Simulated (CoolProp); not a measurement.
A single-stage vapour-compression cycle with R227EA: evaporating at 264.15 K (dew point), condensing at 322.15 K (bubble point), superheat 2 K, subcooling 5 K, compressor efficiency 0.9, no pressure losses. Each further row changes one setting.

Model: reference Helmholtz-energy equation of state, Lemmon 2016, in CoolProp.

```json
[
 {"case": "as stated", "cooling COP": "2.75", "pressure ratio": "6.49", "discharge temperature (K)": "322.2", "refrigerating effect (kJ/kg)": "68.4", "volumetric capacity (kJ/m³)": "769"},
 {"case": "evaporating temperature 269.15 K", "cooling COP": "3.21", "pressure ratio": "5.32", "discharge temperature (K)": "322.2", "refrigerating effect (kJ/kg)": "71.7", "volumetric capacity (kJ/m³)": "973"},
 {"case": "condensing temperature 317.15 K", "cooling COP": "3.21", "pressure ratio": "5.69", "discharge temperature (K)": "317.1", "refrigerating effect (kJ/kg)": "74.6", "volumetric capacity (kJ/m³)": "839"},
 {"case": "subcooling 10 K", "cooling COP": "3.00", "pressure ratio": "6.49", "discharge temperature (K)": "322.2", "refrigerating effect (kJ/kg)": "74.6", "volumetric capacity (kJ/m³)": "839"},
 {"case": "superheat 12 K", "cooling COP": "2.88", "pressure ratio": "6.49", "discharge temperature (K)": "322.3", "refrigerating effect (kJ/kg)": "76.3", "volumetric capacity (kJ/m³)": "820"},
 {"case": "compressor efficiency 0.8", "cooling COP": "2.45", "pressure ratio": "6.49", "discharge temperature (K)": "322.2", "refrigerating effect (kJ/kg)": "68.4", "volumetric capacity (kJ/m³)": "769"}
]
```

The compression ends wet for: as stated; evaporating temperature 269.15 K; condensing temperature 317.15 K; subcooling 10 K; compressor efficiency 0.8.
